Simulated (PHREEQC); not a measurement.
## Ultrapure water in contact with air or piping: an equilibrium model

Synthetic water in mg/L, 25 °C, pH 5.98, pe 11:

```tsv
constituent	mg/L
Na	0.38
K	0.385
Ca	0.561
Mg	0.0246
Cl	0.96
S(6) as SO4	0.442
Alkalinity as HCO3	1.22
Cu(2)	0.00754
Zn	0.00069
Ba	0.00147
Br	0.0829
Sr	0.00081
F	0.00262
```

Valence states are taken as typed.

Equilibrium calculation in PHREEQC: ion-association model, wateq4f.dat.

No solid was allowed to form.

Q: Predict the charge-balance error.

A: charge-balance error -0.7 %.

Q: In which forms is C present?

A: CO2 70 %, HCO3- 30 % of the C.
